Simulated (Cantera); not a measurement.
An adiabatic, constant-volume homogeneous reactor starts with CH4 : O2 : N2 = 1 : 2 : 7.52 (molar parts), at 1550 K and 4.93 atm. Integrator tolerance rtol = 1e-08.

Model: GRI-Mech 3.0 (53 species, 325 reactions), integrated in Cantera. Above 3000 K some thermodynamic fits are extrapolated.

**Question.** What does this change do: pressure from 4.93 atm to 0.247 atm?

**Answer.** 
```tsv
quantity	before	after
time of steepest temperature rise	0.196 ms	2.16 ms
temperature at 0.200 s	3059 K	2785 K
equilibrium temperature	3059 K	2785 K
x(CH4) at 0.200 s	<1e-12 (gas-phase equilibrium <1e-12)	<1e-12 (gas-phase equilibrium <1e-12)
x(O2) at 0.200 s	0.0181 (gas-phase equilibrium 0.0181)	0.0244 (gas-phase equilibrium 0.0244)
x(NO) at 0.200 s	0.0140 (gas-phase equilibrium 0.0140)	0.0113 (gas-phase equilibrium 0.0113)
x(CO2) at 0.200 s	0.0464 (gas-phase equilibrium 0.0464)	0.0383 (gas-phase equilibrium 0.0383)
x(C2H2) at 0.200 s	<1e-12 (gas-phase equilibrium <1e-12)	<1e-12 (gas-phase equilibrium <1e-12)
```
